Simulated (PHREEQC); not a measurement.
PHREEQC input (ion-association model, wateq4f.dat):

```
SOLUTION_MASTER_SPECIES
  An  An-  0  An  62.0  # stands for a non-complexing anion
SOLUTION_SPECIES
  An- = An-
    -log_k 0
    -gamma 3.0 0
PHASES
  Fix_H+
    H+ = H+
    -log_k 0
SOLUTION 1
  temp 25
  units mmol/kgw
  pH 7 charge
  Na 10
  An 10
END
SELECTED_OUTPUT 1
  -reset false
  -pH true
  -pe true
  -ionic_strength true
  -water true
  -totals Na
  -molalities Hfo_wOH Hfo_wOH2+ Hfo_wO- Hfo_sOH Hfo_sOH2+ Hfo_sO-
USER_PUNCH 1
  -headings sigma psi
  10 PUNCH EDL("sigma", "Hfo"), EDL("psi", "Hfo")
PRINT
  -reset false
USE solution 1
SURFACE 1
  Hfo_wOH 0.00224719 600 1
  Hfo_sOH 5.61798e-05
EQUILIBRIUM_PHASES 1
  Fix_H+ -4 HAn 10
    -force_equality true
  O2(g) -0.68 10
END
# ... the last block is repeated for the other 16 points of pH, with NaOH or the acid as the point needs
```

Selected output (columns that matter, 17 of 17 rows; pH added in front):

```
pH	mu	Na	m_Hfo_wOH	m_Hfo_wOH2+	m_Hfo_wO-	m_Hfo_sOH	m_Hfo_sOH2+	m_Hfo_sO-	sigma	psi
4	0.010791	0.01	0.00089118	0.0013425	1.3553e-05	2.228e-05	3.3561e-05	3.3882e-07	0.21906	0.1841
4.38	0.01059	0.01	0.0011309	0.0010894	2.6895e-05	2.8273e-05	2.7235e-05	6.7237e-07	0.17515	0.1731
4.75	0.010445	0.01	0.0013246	0.0008767	4.585e-05	3.3116e-05	2.1918e-05	1.1463e-06	0.13696	0.16086
5.12	0.010333	0.01	0.0014723	0.00070444	7.049e-05	3.6807e-05	1.7611e-05	1.7623e-06	0.1045	0.14731
5.5	0.010243	0.01	0.0015782	0.00056869	0.00010033	3.9454e-05	1.4217e-05	2.5082e-06	0.077207	0.13211
5.88	0.010174	0.01	0.0016457	0.00046924	0.00013223	4.1143e-05	1.1731e-05	3.3056e-06	0.055555	0.11565
6.25	0.010123	0.01	0.0016845	0.00040031	0.00016239	4.2112e-05	1.0008e-05	4.0596e-06	0.03922	0.09844
6.62	0.010084	0.01	0.0017058	0.000352	0.00018938	4.2645e-05	8.7999e-06	4.7344e-06	0.026807	0.08018
7	0.010054	0.01	0.001717	0.00031754	0.00021268	4.2924e-05	7.9386e-06	5.3169e-06	0.017286	0.060514
7.38	0.010032	0.01	0.0017222	0.00029326	0.0002317	4.3056e-05	7.3315e-06	5.7926e-06	0.010147	0.040157
7.75	0.010015	0.01	0.0017244	0.00027553	0.00024724	4.3111e-05	6.8882e-06	6.181e-06	0.0046627	0.019905
8.12	0.010002	0.010002	0.001725	0.00026071	0.00026147	4.3125e-05	6.5177e-06	6.5369e-06	-0.00012646	-0.00055382
8.5	0.010019	0.010035	0.0017243	0.00024605	0.00027682	4.3108e-05	6.1513e-06	6.9206e-06	-0.0050726	-0.021557
8.88	0.010042	0.010076	0.0017218	0.00022986	0.00029548	4.3046e-05	5.7465e-06	7.387e-06	-0.010817	-0.042324
9.25	0.010076	0.010131	0.0017163	0.00021096	0.00031989	4.2908e-05	5.2741e-06	7.9972e-06	-0.017956	-0.06209
9.62	0.010132	0.010217	0.0017049	0.0001879	0.00035439	4.2623e-05	4.6974e-06	8.8597e-06	-0.027445	-0.081175
10	0.010237	0.010364	0.0016817	0.00015968	0.00040577	4.2043e-05	3.9919e-06	1.0144e-05	-0.040566	-0.099825
```
